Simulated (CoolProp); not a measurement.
A single-stage vapour-compression cycle with propyne: evaporating at 316.15 K (dew point), condensing at 341.15 K (bubble point), superheat 10 K, subcooling 5 K, compressor efficiency 0.65, no pressure losses. Each further row changes one setting.

Values from CoolProp's reference Helmholtz-energy equation of state, Polt 1992. This equation is an older, rougher fit; its heat capacities, sound speeds and derivatives of the liquid may be far off and weren't checked against measurements.

| case | cooling COP | pressure ratio | discharge temperature (K) | refrigerating effect (kJ/kg) | volumetric capacity (kJ/m³) |
|---|---|---|---|---|---|
| as stated | 7.38 | 1.82 | 366.3 | 405 | 6580 |
| evaporating temperature 321.15 K | [?] | 1.60 | [?] | [?] | [?] |
| condensing temperature 336.15 K | [?] | 1.63 | 358.6 | 419 | [?] |
| subcooling 10 K | [?] | 1.82 | 366.3 | 419 | 6810 |
| superheat 20 K | 7.35 | 1.82 | 376.8 | 425 | 6570 |
| compressor efficiency 0.55 | 6.24 | 1.82 | 371.0 | 405 | 6580 |

What belongs in the gaps?


- evaporating temperature 321.15 K, cooling COP: 9.50
- evaporating temperature 321.15 K, discharge temperature (K): 363.0
- evaporating temperature 321.15 K, refrigerating effect (kJ/kg): 410
- evaporating temperature 321.15 K, volumetric capacity (kJ/m³): 7550
- condensing temperature 336.15 K, cooling COP: 9.43
- condensing temperature 336.15 K, volumetric capacity (kJ/m³): 6800
- subcooling 10 K, cooling COP: 7.63
